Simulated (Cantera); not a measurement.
An isothermal, constant-pressure homogeneous reactor starts with NH3 : N2 = 1 : 11 (molar parts), at 1748 K and 20.0 Torr.

Cantera simulation using the gas-phase N/H chemistry of the illustrative SiF4/NH3 mechanism in the Surface Chemkin manual (1991); the numbers are that mechanism's predictions, not measurements. Walls and surfaces, which speed up NH3 decomposition in real reactors, are not modelled.

One state of this run: x NH3 = 0.0707; x N = 1.88e-7; x N2H4 = 1.93e-9; x NH2 = 0.000122; x H2 = 0.0174; x NH = 2.48e-6; x H = 1.19e-5. x: mole fraction; the columns are a selection and need not sum to one.

Question: Which value of t (s) does it belong to?
A) 0.00346
B) 1.14
C) 0.00131
D) 0.434

Answer: B, 1.14
